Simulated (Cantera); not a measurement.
An isothermal, constant-pressure homogeneous reactor starts with CH₄ : N₂ = 1 : 15 (molar parts), at 1950 K and 0.330 Torr. Integrator tolerance rtol = 1e-08.

Cantera simulation using GRI-Mech 3.0 (53 species, 325 reactions); the numbers are that mechanism's predictions, not measurements. GRI-Mech 3.0 stops at C3 and has no aromatics, soot or wall deposition, so with more carbon than oxygen in the feed, carbon stays in small species such as C2H2 where larger ones or solid carbon would form. Radical loss at walls, strong at low pressure, is not modelled.

Q: What does this change do: N2 15 to 9.6 parts?

A: 
| quantity | before | after |
|---|---|---|
| x(CH₄) at 60.0 s | 3.21e-7 (gas-phase equilibrium 1.55e-8) | 2.36e-7 (gas-phase equilibrium 3.93e-8) |
| x(C₂H₂) at 60.0 s | 0.0293 (gas-phase equilibrium 0.00572) | 0.0429 (gas-phase equilibrium 0.0112) |
| x(C₂H₆) at 60.0 s | <1e-12 (gas-phase equilibrium <1e-12) | <1e-12 (gas-phase equilibrium <1e-12) |
| x(C₂H) at 60.0 s | 1.88e-5 (gas-phase equilibrium 1.75e-5) | 3.14e-5 (gas-phase equilibrium 2.80e-5) |
| x(CH₂) at 60.0 s | 1.34e-8 (gas-phase equilibrium 1.47e-8) | 1.28e-8 (gas-phase equilibrium 2.50e-8) |
| x(H) at 60.0 s | 0.00354 (gas-phase equilibrium 0.0156) | 0.00589 (gas-phase equilibrium 0.0190) |
| x(HCN) at 60.0 s | 0.000175 (gas-phase equilibrium 0.0467) | 0.000177 (gas-phase equilibrium 0.0628) |

Q: What does this change do: pressure from 0.330 Torr to 18.8 Torr?

A: 
```
quantity                                            before                                    after
-----------------  ---------------------------------------  ---------------------------------------
x(CH₄) at 60.0 s   3.21e-7 (gas-phase equilibrium 1.55e-8)  5.22e-7 (gas-phase equilibrium 1.01e-6)
x(C₂H₂) at 60.0 s   0.0293 (gas-phase equilibrium 0.00572)   0.0293 (gas-phase equilibrium 0.00578)
x(C₂H₆) at 60.0 s    <1e-12 (gas-phase equilibrium <1e-12)    <1e-12 (gas-phase equilibrium <1e-12)
x(C₂H) at 60.0 s   1.88e-5 (gas-phase equilibrium 1.75e-5)  1.14e-5 (gas-phase equilibrium 2.25e-6)
x(CH₂) at 60.0 s   1.34e-8 (gas-phase equilibrium 1.47e-8)  7.95e-9 (gas-phase equilibrium 1.54e-8)
x(H) at 60.0 s      0.00354 (gas-phase equilibrium 0.0156)  0.00215 (gas-phase equilibrium 0.00215)
x(HCN) at 60.0 s   0.000175 (gas-phase equilibrium 0.0467)  0.000225 (gas-phase equilibrium 0.0472)
```
